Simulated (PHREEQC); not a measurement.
A solution holds 86 mmol/kgw H2SeO4, 49 mmol/kgw HCl and 0.065 mmol/kgw FeCl3, at 20 °C. Closed to the air; pH follows from the charge balance.

Equilibrium calculation in PHREEQC: ion-association model, wateq4f.dat.

```json
[
 {"quantity": "pH", "before": "0.89", "after": "0.89"},
 {"quantity": "ionic strength (mol/kgw)", "before": "0.190", "after": "0.190"},
 {"quantity": "HSeO4- (mol/kgw)", "before": "0.0589", "after": "0.0590"},
 {"quantity": "SeO4-2 (mol/kgw)", "before": "0.0271", "after": "0.0270"},
 {"quantity": "Fe+3 (mol/kgw)", "before": "4.49e-5", "after": "2.59e-7"},
 {"quantity": "FeCl+2 (mol/kgw)", "before": "1.80e-5", "after": "1.04e-7"},
 {"quantity": "SI of Hematite (Fe2O3)", "before": "-1.50", "after": "-5.98"},
 {"quantity": "SI of Goethite (FeOOH)", "before": "-1.74", "after": "-3.98"}
]
```

### Question
Name the change that produced these shifts.
(A) 0.0035 mol/kgw CsOH added
(B) 0.024 mol/kgw HF added
(C) 0.00096 mol/kgw LiBr added
(D) HCl from 0.049 to 0.0539 mol/kgw
(E) diluted 2-fold with water

### Answer
B, 0.024 mol/kgw HF added

No solid was allowed to form. wateq4f.dat counts part of the HF as a dimer, H2F2, which phreeqc.dat doesn't know; its constant is uncertain. Fluoro complexes past AlF4- and FeF3 are missing from the database.
